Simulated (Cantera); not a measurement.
**Equilibrium for oxide etching and cleaning by halides: Fe2O3 + Cl2 + O2**

Input: 1 mol Fe2O3, 9.1 mol Cl2, 2.6 mol O2, at 10.0 Torr.

These are equilibrium values from Cantera (NASA tables, ideal gas, pure condensed phases), not measurements of a reactor. Candidate condensed phases: Fe, FeCl2, FeCl3, FeO, Fe2O3, Fe3O4; 13 gas species. Condensed phases not in the tables: FeOCl. The numbers say what is thermodynamically allowed, not how fast it happens.

From 452 °C to 852 °C the condensed part is Fe2O3(s). From 952 °C to 1352 °C nothing is condensed. The main Fe-bearing gas is FeCl3 at 452 °C and FeCl2 at 1352 °C.

| T (°C) | log p Cl2 | log p Cl | log p O2 | log p FeCl2 | log p FeCl3 | log p ClO | log p O | n Fe2O3(s) |
|---|---|---|---|---|---|---|---|---|
| 452 | -1.98 | -6.85 | -2.53 | -10.14 | -6.49 | -8.89 | <-13 | 1.000 |
| 552 | -1.98 | -5.78 | -2.53 | -7.85 | -5.17 | -8.00 | -13.86 | 0.997 |
| 652 | -1.99 | -4.93 | -2.52 | -6.08 | -4.16 | -7.30 | -12.13 | 0.969 |
| 752 | -2.02 | -4.26 | -2.49 | -4.72 | -3.42 | -6.74 | -10.73 | 0.823 |
| 852 | -2.10 | -3.74 | -2.42 | -3.71 | -2.95 | -6.28 | -9.54 | 0.396 |
| 952 | -2.19 | -3.31 | -2.37 | -3.15 | -2.86 | -5.92 | -8.56 | 0 |
| 1052 | -2.22 | -2.92 | -2.39 | -2.96 | -3.04 | -5.62 | -7.75 | 0 |
| 1152 | -2.29 | -2.61 | -2.42 | -2.87 | -3.28 | -5.38 | -7.07 | 0 |
| 1252 | -2.42 | -2.37 | -2.45 | -2.84 | -3.58 | -5.22 | -6.47 | 0 |
| 1352 | -2.62 | -2.21 | -2.50 | -2.84 | -3.92 | -5.13 | -5.96 | 0 |
log p: log10 of the partial pressure in bar; n: condensed amount in mol.
